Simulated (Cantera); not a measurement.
A freely propagating, adiabatic, planar premixed flame of H2 : O2 : N2 = 1 : 0.185 : 0.696 (molar parts), unburnt at 675 K and 1.30 bar; mixture-averaged transport, grid criteria slope 0.08 and curve 0.16, no radiation.

Detailed kinetics in Cantera: the H2/O2 subset of GRI-Mech 3.0, which has no nitrogen chemistry. Burning velocities carry a grid error of a few per cent, more on coarse grids.

Task: Predict: laminar burning velocity; thermal thickness; peak x(HO2); peak x(OH); peak x(O).

Result: 
```json
{
  "laminar_burning_velocity": "1040 cm/s",
  "thermal_thickness": "0.358 mm",
  "peak x(HO2)": "0.000227",
  "peak x(OH)": "0.00234",
  "peak x(O)": "0.00237"
}
```
